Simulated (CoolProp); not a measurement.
Vapour-liquid equilibrium of n-pentane (1) + toluene (2) at 17.05 °C; x and y are mole fractions of (1).

Model: multi-fluid Helmholtz-energy mixture model, Thol 2019 and Lemmon 2006; pair parameters Bell 2016, in CoolProp.

Problem. Give the bubble pressure and the first vapour's composition at x = 0.125, 0.2, 0.65. Is there an azeotrope?

Solution. x = 0.125: 0.1188 bar, y = 0.814; x = 0.2: 0.1645 bar, y = 0.875; x = 0.65: 0.3601 bar, y = 0.968. No azeotrope shows between x = 0.05 and 0.95.

The pair parameters rest on a limited set of measurements; away from them the model extrapolates.
